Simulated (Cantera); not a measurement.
A Cantera script and its output.

```python
import numpy as np
import cantera as ct

gas = ct.Solution("gri30.yaml")
gas.TPX = 348, 101325, {'CH4': 1, 'H2': 1.4, 'O2': 2.08, 'N2': 7.81, 'H2O': 0.93}
inlet = ct.Reservoir(gas, clone=True)
gas.equilibrate("HP")  # start burning
reactor = ct.IdealGasConstPressureReactor(gas, energy="on", clone=False)
exhaust = ct.Reservoir(gas, clone=True)
tau = [0.1, 0.042, 0.017, 0.0068, 0.0027, 0.0011, 0.00044, 0.00018, 7.2e-05][0]
for a, b in ((inlet, reactor), (reactor, exhaust)):
    ct.MassFlowController(a, b, mdot=lambda t: reactor.mass / tau)
net = ct.ReactorNet([reactor])
show = ['CH4', 'H2', 'O2', 'HCN', 'C2H', 'H', 'C2H2']

rows = []
print(f"{'tau/s':>10s}{'T/K':>9s}" + "".join(f"{s:>11s}" for s in show))
for tau in [0.1, 0.042, 0.017, 0.0068, 0.0027, 0.0011, 0.00044, 0.00018, 7.2e-05]:
    net.initial_time = 0.0
    net.advance(30 * tau)
    before = gas.X
    net.advance(40 * tau)
    drift = np.max(np.abs(gas.X - before) / (gas.X + 1e-9))
    rows.append([gas.T, *gas[show].X, drift])
    print(f"{tau:10.3e}{gas.T:9.1f}" + "".join(f"{x:11.3e}" for x in gas[show].X))
```

Output:

```
     tau/s      T/K        CH4         H2         O2        HCN        C2H          H       C2H2
 1.000e-01   2032.3  3.091e-05  5.643e-02  1.040e-04  3.070e-06  2.234e-10  1.615e-03  3.756e-07
 4.200e-02   2024.9  3.599e-05  5.640e-02  1.868e-04  4.783e-06  4.174e-10  2.295e-03  5.061e-07
 1.700e-02   2013.3  4.409e-05  5.640e-02  3.462e-04  7.007e-06  7.796e-10  3.326e-03  6.771e-07
 6.800e-03   1996.2  5.980e-05  5.644e-02  6.455e-04  9.406e-06  1.520e-09  4.782e-03  9.709e-07
 2.700e-03   1971.9  9.201e-05  5.660e-02  1.195e-03  1.147e-05  3.178e-09  6.717e-03  1.567e-06
 1.100e-03   1939.9  1.585e-04  5.694e-02  2.137e-03  1.286e-05  7.012e-09  8.995e-03  2.884e-06
 4.400e-04   1897.8  3.172e-04  5.752e-02  3.858e-03  1.391e-05  1.725e-08  1.137e-02  6.533e-06
 1.800e-04   1844.6  7.551e-04  5.859e-02  7.315e-03  1.520e-05  4.606e-08  1.262e-02  1.915e-05
 7.200e-05    348.0  7.564e-02  1.059e-01  1.573e-01 -9.556e-20 -3.522e-44 -1.202e-26 -1.182e-18
```

Cantera simulation using GRI-Mech 3.0 (53 species, 325 reactions); the numbers are that mechanism's predictions, not measurements.
